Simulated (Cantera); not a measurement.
An adiabatic, constant-pressure homogeneous reactor starts with CH4 : CO : O2 : N2 = 1 : 0.22 : 1.05 : 8.86 (molar parts), at 1500 K and 1.01 bar. Integrator tolerance rtol = 1e-08.

Model: GRI-Mech 3.0 (53 species, 325 reactions), integrated in Cantera.

What does this change do: initial temperature 1500 to 1425 K?


```json
[
 {"quantity": "time of steepest temperature rise", "before": "3.38 ms", "after": "8.35 ms"},
 {"quantity": "temperature at 1.00 s", "before": "2174 K", "after": "2105 K"},
 {"quantity": "equilibrium temperature", "before": "2174 K", "after": "2105 K"},
 {"quantity": "x(CH4) at 1.00 s", "before": "1.21e-11 (gas-phase equilibrium 1.36e-11)", "after": "1.83e-11 (gas-phase equilibrium 2.07e-11)"},
 {"quantity": "x(CO) at 1.00 s", "before": "0.0865 (gas-phase equilibrium 0.0865)", "after": "0.0861 (gas-phase equilibrium 0.0861)"},
 {"quantity": "x(O2) at 1.00 s", "before": "6.98e-7 (gas-phase equilibrium 6.98e-7)", "after": "2.73e-7 (gas-phase equilibrium 2.74e-7)"},
 {"quantity": "x(H2O2) at 1.00 s", "before": "2.03e-10 (gas-phase equilibrium 2.03e-10)", "after": "1.03e-10 (gas-phase equilibrium 1.03e-10)"},
 {"quantity": "x(HCO) at 1.00 s", "before": "3.11e-8 (gas-phase equilibrium 3.11e-8)", "after": "2.36e-8 (gas-phase equilibrium 2.36e-8)"},
 {"quantity": "x(C2H2) at 1.00 s", "before": "<1e-12 (gas-phase equilibrium <1e-12)", "after": "<1e-12 (gas-phase equilibrium <1e-12)"},
 {"quantity": "x(N2O) at 1.00 s", "before": "1.13e-9 (gas-phase equilibrium 1.13e-9)", "after": "6.18e-10 (gas-phase equilibrium 6.03e-10)"}
]
```
